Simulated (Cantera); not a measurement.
Ignition delay

Mixture: CO : H₂ : O₂ : N₂ = 1 : 0.66 : 0.692 : 4.43 (molar parts), equivalence ratio 1.2, at 480000 Pa, adiabatic and at constant volume. Ignition delay is the time to a rise of 400 K.

Computed with Cantera and GRI-Mech 3.0 (53 species, 325 reactions). The hydrogen kinetics of GRI-Mech 3.0 are dated; newer H2 mechanisms differ, most at raised pressure. Where the delays flatten at high temperature, the 400 K rule measures the pace of heat release, not the induction time.

| T0 (K) | delay (ms) |
|---|---|
| 1000 | 4.00 |
| 1100 | 0.165 |
| 1200 | 0.0254 |
| 1300 | 0.0121 |
| 1400 | 0.00773 |
| 1500 | 0.00568 |
| 1600 | 0.00459 |
| 1700 | 0.00398 |
